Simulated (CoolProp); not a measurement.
A simple Rankine cycle with 1,2-dichloroethane: condensing at 328.15 K, boiler at 0.204 MPa, turbine inlet 499 K, turbine efficiency 0.6, pump efficiency 0.6, no recuperator. Each further row changes one setting.

Model: reference Helmholtz-energy equation of state, Thol 2015, in CoolProp.

```csv
case,thermal efficiency (%),net work (kJ/kg),heat in (kJ/kg),turbine exit temperature (K),volume ratio over the turbine
as stated,7.8,38.8,499,458.4,5.03
condensing temperature 320.15 K,8.9,45.5,509,451.5,6.79
boiler pressure 0.143 MPa,6.2,31.2,500,466.9,3.57
turbine efficiency 0.5,6.5,32.3,499,464.9,5.11
```
